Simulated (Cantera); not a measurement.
Input: 1 mol FeS, a varied amount of O2, 4.5 mol H2O, 0.081 mol SO3, held at 950 K and 0.0133 bar.

Method: chemical equilibrium by Gibbs-energy minimisation in Cantera with the NASA 1993 tables (ideal gas, pure condensed phases). Candidate condensed phases: Fe, FeO, Fe(OH)2, Fe(OH)3, FeS, FeSO4, FeS2, Fe2O3, Fe2(SO4)3, Fe3O4, H2O, H2SO4, S; 22 gas species. FeS: taken at fixed stoichiometry. Gases not in the tables: S3 to S7. Equilibrium is a limit: real reactors are often held back by kinetics, nucleation or transport.

log p: log10 of the partial pressure in bar; n: condensed amount in mol.

```tsv
n(O2) (mol)	log p H2O	log p O2	log p SO2	log p SO3	log p H2S	log p S2	n FeS(s)	n Fe3O4(s)	n Fe2O3(s)
0.85	-1.94	<-13	-2.82	-10.74	-3.84	-3.97	0.359	0.214	0
1	-1.95	<-13	-2.77	___	-3.84	-3.93	___	___	0
1.2	-1.96	<-13	-2.71	-10.60	-3.84	-3.89	0.134	0.289	0
1.5	-1.97	<-13	-2.63	___	___	___	0	___	0
1.7	-1.97	-11.81	-2.59	-7.97	-11.27	-13.69	0	0.0379	0.443
2.1	-1.99	-3.11	-2.65	-3.68	<-13	<-13	0	0	0.500
2.5	-2.02	-2.81	-2.69	-3.58	<-13	<-13	0	0	0.500
3	-2.05	-2.62	-2.74	-3.53	<-13	<-13	0	0	0.500
3.5	-2.08	-2.51	-2.78	-3.51	<-13	<-13	0	0	0.500
4.2	-2.12	-2.40	-2.83	-3.50	<-13	<-13	0	0	0.500
5.1	-2.17	-2.31	-2.88	-3.51	<-13	<-13	0	0	0.500
6	-2.21	-2.24	-2.93	-3.53	<-13	<-13	0	0	0.500
```

### Question
Some entries are withheld; supply them.

### Answer

- 1.5, log p SO3: -10.42
- 1.5, log p H2S: -4.07
- 1.5, log p S2: -4.12
- 1.5, n Fe3O4(s): 0.333
- 1, log p SO3: -10.68
- 1, n FeS(s): 0.262
- 1, n Fe3O4(s): 0.246
